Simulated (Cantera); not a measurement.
Cantera run:

```python
import numpy as np
import cantera as ct

gas_names = """
    H HO2 H2 H2O H2O2 O OH O2 O3 Zr ZrO ZrO2
""".split()
cond_names = """
    H2O(s) H2O(L) Zr(a) Zr(b) Zr(L) ZrO2(a) ZrO2(b) ZrO2(L)
""".split()


# ... load() reads the species with a 1 bar reference pressure and builds the phases ...
atoms = {
    'ZrO2': {'Zr': 1, 'O': 2},
    'H2': {'H': 2},
}
top_T = {}  # K; cautious upper limits of use, not melting points


# ... equilibrate(T, P, feed) seeds the gas with the atoms and calls Mixture.equilibrate('TP', solver="vcs", rtol=1e-11, max_steps=5000) ...
results = []
feed = {'ZrO2': 1, 'H2': 0.69}  # mol
P = 55  # Pa
for T in [1475, 1575, 1675, 1775, 1875, 1975, 2075, 2175]:
    mix = equilibrate(T, P, feed)
    results.append((T, P, feed, dict(zip(mix.species_names, mix.species_moles))))

top = {s: max(r[3][s] / sum(r[3][g] for g in gas_names) for r in results) for s in gas_names}
cols = sorted((s for s in top if top[s] > 1e-06), key=lambda s: -top[s])[:9]
seen = [c for c in cond_names if any(r[3].get(c, 0) > 1e-12 for r in results)]
print("log10 of partial pressures in bar; condensed amounts in mol")
print(f"{'T/K':>10s}" + "".join(f"{s[:9]:>10s}" for s in cols + seen))
for T, P, feed, n in results:
    ng = sum(n[g] for g in gas_names)
    print(f"{T:10.4g}" + "".join(f"{np.log10(max(n[s] / ng * P / 1e5, 1e-99)):10.3f}" for s in cols)
          + "".join(f"{n.get(c, 0):10.4g}" for c in seen))
```

Result:

```
log10 of partial pressures in bar; condensed amounts in mol
       T/K        H2         H       ZrO       H2O      ZrO2        OH     Zr(b)   ZrO2(a)   ZrO2(b)
      1475    -3.260    -6.517   -13.021   -11.926   -17.726   -16.765 6.761e-10         1         0
      1575    -3.260    -6.012   -11.628   -11.272   -15.966   -15.463 1.702e-09         0         1
      1675    -3.262    -5.566   -10.568   -10.536   -14.419   -14.156         0         0         1
      1775    -3.265    -5.171    -9.765    -9.749   -13.050   -12.861         0         0         1
      1875    -3.272    -4.819    -9.054    -9.047   -11.830   -11.702         0         0         1
      1975    -3.285    -4.506    -8.421    -8.419   -10.735   -10.661         0         0         1
      2075    -3.309    -4.229    -7.856    -7.859    -9.749    -9.722         0         0         1
      2175    -3.350    -3.986    -7.351    -7.364    -8.855    -8.873         0         0    0.9999
```

Method: chemical equilibrium by Gibbs-energy minimisation in Cantera with the NASA 1993 tables (ideal gas, pure condensed phases).
